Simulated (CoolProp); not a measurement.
Vapour-liquid equilibrium of n-decane (1) + n-dodecane (2) at 194.45 °C; x and y are mole fractions of (1).

The numbers come from the multi-fluid Helmholtz-energy mixture model, Lemmon 2006 and Lemmon 2004; pair parameters Bell 2016 in CoolProp.

**Question.** Give the bubble pressure and the first vapour's composition at x = 0.5, 0.8, 0.875. Is there an azeotrope?

**Answer.** x = 0.5: 110.8 kPa, y = 0.726; x = 0.8: 143.4 kPa, y = 0.912; x = 0.875: 151.6 kPa, y = 0.947. No azeotrope shows between x = 0.05 and 0.95.

Pair parameters are fitted to limited data, so mixtures are less certain than the pure fluids.
